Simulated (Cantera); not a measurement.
# Nitride etching: Si3N4 + F2 + O2

Input: 1 mol Si3N4, 5.8 mol F2, a varied amount of O2, at 2000 K and 26.0 Pa.

These are equilibrium values from Cantera (NASA tables, ideal gas, pure condensed phases), not measurements of a reactor. Candidate condensed phases: Si, SiO2, Si2N2O, Si3N4; 28 gas species. The tables' values for SiF3, SiO2, SiF2 are old estimates; treat these amounts as uncertain. The tables hold silica as quartz up to 1696 K and as liquid above; real silica turns to tridymite and cristobalite and melts near 1996 K. Equilibrium is a limit: real reactors are often held back by kinetics, nucleation or transport.

From 2 mol O2 to 7.8 mol O2 the condensed part is SiO2(l). At 10 mol O2 nothing is condensed. The main Si-bearing gas is SiF4 throughout.

```tsv
n(O2) (mol)	x O2	x SiF4	x N2	x O	x SiO	x SiF3	n SiO2(l)
2	0.263	0.404	0.282	0.0213	0.00967	0.00950	0.0170
2.6	0.318	0.371	0.259	0.0234	0.00879	0.00851	0.0186
3.5	0.385	0.331	0.230	0.0258	0.00798	0.00744	0.0183
4.5	0.445	0.296	0.205	0.0277	0.00743	0.00659	0.0160
5.9	0.511	0.257	0.178	0.0297	0.00693	0.00573	0.0112
7.8	0.576	0.218	0.151	0.0315	0.00653	0.00491	0.00325
10	0.632	0.185	0.128	0.0330	0.00588	0.00419	0
```
x: gas mole fraction; n: condensed amount in mol.
